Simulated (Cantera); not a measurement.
What does this Cantera script print?

```python
import numpy as np
import cantera as ct

gas_names = """
    CL CLO CL2 H HCL HOCL HO2 H2 H2O H2O2 O OH O2 O3 Ti TiCL TiCL2 TiCL3 TiCL4 TiO TiOCL TiOCL2 TiO2
""".split()
cond_names = """
    H2O(s) H2O(L) Ti(a) Ti(b) Ti(L) TiCL2(s) TiCL3(s) TiCL4(L) TiO(a) TiO(b) TiO(L) TiO2(ru) TiO2(L)
    Ti2O3(a) Ti2O3(b) Ti2O3(L) Ti3O5(a) Ti3O5(b) Ti3O5(L) Ti4O7(s) Ti4O7(L)
""".split()


# ... load() reads the species with a 1 bar reference pressure and builds the phases ...
atoms = {
    'TiO2': {'Ti': 1, 'O': 2},
    'HCl': {'H': 1, 'CL': 1},
    'H2': {'H': 2},
}
top_T = {'TiCL2(s)': 1300, 'TiCL3(s)': 1000}  # K; cautious upper limits of use, not melting points


# ... equilibrate(T, P, feed) seeds the gas with the atoms and calls Mixture.equilibrate('TP', solver="vcs", rtol=1e-11, max_steps=5000) ...
results = []
feed = {'TiO2': 1, 'HCl': 5, 'H2': 34}  # mol
P = 300  # Pa
for T in [1523, 1573, 1623, 1673, 1723, 1773, 1823]:
    mix = equilibrate(T, P, feed)
    results.append((T, P, feed, dict(zip(mix.species_names, mix.species_moles))))
    x = sorted(zip(gas.X, gas.species_names), reverse=True)
    print(f"T = {T:g} K  P = {P:g} Pa  gas = {mix.phase_moles(0):.4g} mol")
    print("   x: " + "  ".join(f"{s} {v:.3e}" for v, s in x if v > 0.0001))
    print("   condensed (mol): " + ("  ".join(f"{mix.phase(i).name} {mix.phase_moles(i):.4g}"
          for i in range(1, mix.n_phases) if mix.phase_moles(i) > 1e-12) or "none"))
```

Output:

```
T = 1523 K  P = 300 Pa  gas = 39.01 mol
   x: H2 8.650e-01  HCL 1.281e-01  H2O 6.410e-03  H 3.925e-04
   condensed (mol): Ti4O7(s) 0.25
T = 1573 K  P = 300 Pa  gas = 39.02 mol
   x: H2 8.644e-01  HCL 1.281e-01  H2O 6.771e-03  H 6.902e-04
   condensed (mol): Ti3O5(b) 0.05643  Ti4O7(s) 0.2077
T = 1623 K  P = 300 Pa  gas = 39.03 mol
   x: H2 8.622e-01  HCL 1.280e-01  H2O 8.542e-03  H 1.172e-03  CL 1.370e-04
   condensed (mol): Ti3O5(b) 0.3333
T = 1673 K  P = 300 Pa  gas = 39.04 mol
   x: H2 8.615e-01  HCL 1.278e-01  H2O 8.539e-03  H 1.930e-03  CL 2.236e-04
   condensed (mol): Ti3O5(b) 0.3333
T = 1723 K  P = 300 Pa  gas = 39.07 mol
   x: H2 8.604e-01  HCL 1.276e-01  H2O 8.534e-03  H 3.088e-03  CL 3.548e-04
   condensed (mol): Ti3O5(b) 0.3333
T = 1773 K  P = 300 Pa  gas = 39.1 mol
   x: H2 8.588e-01  HCL 1.273e-01  H2O 8.526e-03  H 4.813e-03  CL 5.484e-04
   condensed (mol): Ti3O5(b) 0.3333
T = 1823 K  P = 300 Pa  gas = 39.16 mol
   x: H2 8.565e-01  HCL 1.268e-01  H2O 8.515e-03  H 7.321e-03  CL 8.271e-04
   condensed (mol): Ti3O5(b) 0.3332
```

Method: chemical equilibrium by Gibbs-energy minimisation in Cantera with the NASA 1993 tables (ideal gas, pure condensed phases). Mutual solubility and eutectic melting of coexisting phases are not modelled. Condensed phases not in the tables: Magnéli phases beyond Ti4O7.
